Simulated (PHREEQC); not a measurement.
## Polishing slurry liquid: speciation

Solution (20 °C): 0.21 mol HNO3, 2.9e-07 mol H4SiO4 and 0.0024 mol KH2PO4 per kg of water. Closed to the air; pH follows from the charge balance.

The numbers come from PHREEQC with the ion-association model, phreeqc.dat.

```
Quantity                      Value
--------------------  -------------
pH                             0.78
ionic strength        0.210 mol/kgw
activity of water             0.993
specific conductance    61300 µS/cm
density                 1.005 g/cm³
total alkalinity        -210 meq/kg
```

| species | molality | activity | log γ |
|---|---|---|---|
| NO3- | 0.210 | 0.145 | -0.160 |
| H+ | 0.208 | 0.166 | -0.099 |
| K+ | 0.00240 | 0.00170 | -0.149 |
| H3PO4 | 0.00226 | 0.00237 | 0.021 |
| H2PO4- | 0.000139 | 0.000103 | -0.128 |
| H4SiO4 | 2.90e-7 | 3.04e-7 | 0.021 |

No solid was allowed to form. Complexes and solids missing from the database can't appear.
